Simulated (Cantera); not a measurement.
Input: 1 mol NH₃, 0.073 mol H₂O, 0.36 mol H₂, equilibrated at 13300 Pa.

These are equilibrium values from Cantera (NASA tables, ideal gas, pure condensed phases), not measurements of a reactor. Candidate condensed phases: H₂O; 24 gas species. The numbers say what is thermodynamically allowed, not how fast it happens. All values below are at 2723 K.

Base state: H₂ 0.645, N₂ 0.191, H 0.136, H₂O 0.0262, OH 0.00145, O 0.000195, NO 6.33e-5 (mole fractions); condensed: gas only.

**Question.** What changes in the equilibrium state with this change: H₂O from 0.073 to 3.4 mol?

**Answer.** 
| species | before | after |
|---|---|---|
| H₂O | 0.0262 | 0.483 |
| H₂ | 0.645 | 0.291 |
| H | 0.136 | 0.0916 |
| N₂ | 0.191 | 0.0791 |
| OH | 0.00145 | 0.0397 |
| O₂ | 3.19e-6 | 0.00531 |
| O | 0.000195 | 0.00793 |
| NO | 6.33e-5 | 0.00166 |
